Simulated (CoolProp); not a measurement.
A simple Rankine cycle with R114: condensing at 294.15 K, boiler at 1.3 MPa, turbine inlet 408.8 K, turbine efficiency 0.75, pump efficiency 0.6, no recuperator. Each further row changes one setting.

Computed with CoolProp (reference Helmholtz-energy equation of state, Platzer 1990). This equation is an older, rougher fit; its heat capacities, sound speeds and derivatives of the liquid may be far off and weren't checked against measurements.

```csv
case,thermal efficiency (%),net work (kJ/kg),heat in (kJ/kg),turbine exit temperature (K),volume ratio over the turbine
as stated,11.3,23.3,205,365.3,7.17
turbine inlet 428.8 K,11.2,25.0,223,385.6,7.01
condensing temperature 286.15 K,12.5,26.7,213,360.3,9.36
boiler pressure 0.91 MPa,9.5,20.0,210,375.0,4.85
turbine efficiency 0.65,9.7,20.0,205,369.6,7.26
```
